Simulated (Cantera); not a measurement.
Feed: 1 mol Al₂O₃, 84 mol HCl, 0.2 mol O₂, equilibrated at 1023.15 K and 0.00133 bar.

These are equilibrium values from Cantera (NASA tables, ideal gas, pure condensed phases), not measurements of a reactor. Candidate condensed phases: Al, AlCl₃, Al₂O₃, H₂O; 29 gas species. Rates play no part.

Base state: HCl 0.990, H₂O 0.00475, Cl₂ 0.00426, Cl 0.000975 (mole fractions); condensed: Al₂O₃(s).

Problem. What changes in the equilibrium state with this change: O₂ from 0.2 to 1.1 mol?

Solution. 
| species | before | after |
|---|---|---|
| HCl | 0.990 | 0.953 |
| H₂O | 0.00475 | 0.0217 |
| Cl₂ | 0.00426 | 0.0206 |
| O₂ | 3.86e-6 | 0.00220 |
| Cl | 0.000975 | 0.00214 |
| Al₂O₃(s), mol | 1.000 | 1.000 |
